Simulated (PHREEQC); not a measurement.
Dissolve 0.037 mol CuSO4, 7e-06 mol HBF4 and 8.3e-05 mol H3BO3 per kg of water at 55 °C. Closed to the air; pH follows from the charge balance.

Computed with PHREEQC (ion-association model, wateq4f.dat).

No solid was allowed to form.

Order these S species by the share of S that they hold, largest first: CuSO4, HSO4-, SO4-2.

SO4-2 (57 %), CuSO4 (43 %), HSO4- (0.25 %)

Order these Cu species by the share of Cu that they hold, largest first: CuSO4, Cu+2, Cu2(OH)2+2.

Cu+2 (57 %), CuSO4 (43 %), Cu2(OH)2+2 (0.32 %)

The pH is 4.34 and the ionic strength 0.0839 mol/kgw. Complexes and solids missing from the database can't appear. At this temperature some constants are extrapolated from 25 °C, and those without enthalpy data are left unchanged. Real BF4- forms and hydrolyses slowly; the run takes it at equilibrium.
